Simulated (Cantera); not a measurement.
A freely propagating, adiabatic, planar premixed flame of 31.0 % H₂, 12.9 % O₂, 48.7 % N₂, 7.44 % H₂O, equivalence ratio 1.2, unburnt at 423 K and 7.60 atm; mixture-averaged transport, grid criteria slope 0.08 and curve 0.16, no radiation.

Model: the H2/O2 subset of GRI-Mech 3.0, which has no nitrogen chemistry, integrated in Cantera. The hydrogen kinetics of GRI-Mech 3.0 are dated; newer H2 mechanisms differ, most at raised pressure. Burning velocities carry a grid error of a few per cent, more on coarse grids.

Question: Predict: laminar burning velocity; thermal thickness; peak x(O); peak x(H); peak x(HO₂).

Answer: 
```json
{
  "laminar_burning_velocity": "281 cm/s",
  "thermal_thickness": "0.0314 mm",
  "peak x(O)": "0.00259",
  "peak x(H)": "0.0177",
  "peak x(HO₂)": "0.00156"
}
```
